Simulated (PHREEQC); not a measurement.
Consider water at 85 °C with 0.0085 mol/kgw Cu(BF4)2, 0.018 mol/kgw HNO3 and 0.00051 mol/kgw NaCl. Closed to the air; pH follows from the charge balance.

Equilibrium calculation in PHREEQC: ion-association model, wateq4f.dat.

This is a speciation only: nothing precipitates in the calculation.

Q: Order these B species by the share of B that they hold, largest first: BF3OH-, BF2(OH)2-, BF4-, H3BO3.

A: BF4- (67 %), H3BO3 (26 %), BF3OH- (4.6 %), BF2(OH)2- (2.7 %)

The pH is 1.92 and the ionic strength 0.0399 mol/kgw. Away from 25 °C the constants follow the database's enthalpies or fits; those with neither stay at their 25 °C values. Real BF4- forms and hydrolyses slowly; the run takes it at equilibrium.
